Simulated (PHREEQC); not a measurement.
Make-up at 60 °C: 21 mmol/kgw KOH, 3.5 mmol/kgw NaAlO2 and 9.1 mmol/kgw Na2CO3. Closed to the air; pH follows from the charge balance.

Computed with PHREEQC (ion-association model, wateq4f.dat).

The pH is 11.27 and the ionic strength comes out as 0.0440 mol/kgw. The total alkalinity comes out as 53.2 meq/kg.

| species | molality | activity | log γ |
|---|---|---|---|
| OH- | 0.0212 | 0.0172 | -0.092 |
| K+ | 0.0210 | 0.0170 | -0.091 |
| Na+ | 0.0179 | 0.0147 | -0.086 |
| CO3-2 | 0.00508 | 0.00237 | -0.332 |
| NaCO3- | 0.00380 | 0.00314 | -0.083 |
| Al(OH)4- | 0.00350 | 0.00286 | -0.087 |
| HCO3- | 0.000215 | 0.000178 | -0.083 |
| NaHCO3 | 1.45e-6 | 1.47e-6 | 0.004 |
| Al(OH)3 | 3.74e-9 | 3.78e-9 | 0.004 |
| CO2 | 1.86e-9 | 1.88e-9 | 0.004 |

This is a speciation only: nothing precipitates in the calculation. At this temperature some constants are extrapolated from 25 °C, and those without enthalpy data are left unchanged.
